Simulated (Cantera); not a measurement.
Feed: 1 mol FeCl2, 0.48 mol H2O, 43 mol H2, at 1.33 mbar.

These are equilibrium values from Cantera (NASA tables, ideal gas, pure condensed phases), not measurements of a reactor. Candidate condensed phases: Fe, FeCl2, FeCl3, FeO, Fe(OH)2, Fe(OH)3, Fe2O3, Fe3O4, H2O; 22 gas species. Equilibrium is a limit: real reactors are often held back by kinetics, nucleation or transport.

x: gas mole fraction; n: condensed amount in mol.

```csv
T (K),x H2,x H,x HCl,x Fe,x H2O,n Fe(α),n Fe(γ),n Fe(δ)
1023,0.945,1.10e-7,0.0442,3.36e-11,0.0108,0.982,0,0
1123,0.945,1.13e-6,0.0438,2.34e-9,0.0108,0.974,0,0
1223,0.945,8.01e-6,0.0434,7.93e-8,0.0108,0,0.964,0
1323,0.945,4.22e-5,0.0429,1.56e-6,0.0108,0,0.955,0
1423,0.945,0.000177,0.0425,2.00e-5,0.0108,0,0.944,0
1523,0.945,0.000615,0.0420,0.000182,0.0108,0,0.927,0
1623,0.943,(withheld),0.0415,(withheld),0.0108,0,0.869,0
1723,0.935,0.00483,0.0407,0.00684,0.0107,0,0,0.609
1823,0.915,(withheld),0.0406,0.0205,0.0105,0,0,0
1923,0.901,0.0245,0.0417,0.0212,0.0104,0,0,0
2023,0.877,0.0487,0.0409,0.0213,0.0102,0,0,0
2123,0.837,0.0899,0.0388,0.0209,0.00992,0,0,0
2223,0.775,0.154,0.0353,0.0202,0.00939,0,0,0
```

### Question
What belongs in the gaps?

### Answer

- 1823, x H: 0.0114
- 1623, x H: 0.00184
- 1623, x Fe: 0.00125
